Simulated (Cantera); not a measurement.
Source: NASA polynomial tables (part measured, part estimated), evaluated in Cantera. Values are per mole of reaction as written; species without (g) are pure solids or liquids, kept so even where they would boil at 1 bar. ZrN: taken at fixed stoichiometry.

Between 300 and 2948 K, where is each reaction favourable under standard conditions?
- 2 NH₃(g) + ZrO₂(g) = NO₂(g) + ZrN + 6 H(g)


- 2 NH₃(g) + ZrO₂(g) = NO₂(g) + ZrN + 6 H(g): ΔG° is 1263 kJ at 300 K and 164 kJ at 2948 K; it stays positive (K < 1). ΔH° is 1493 kJ and ΔS° 451 J/K at 2948 K.
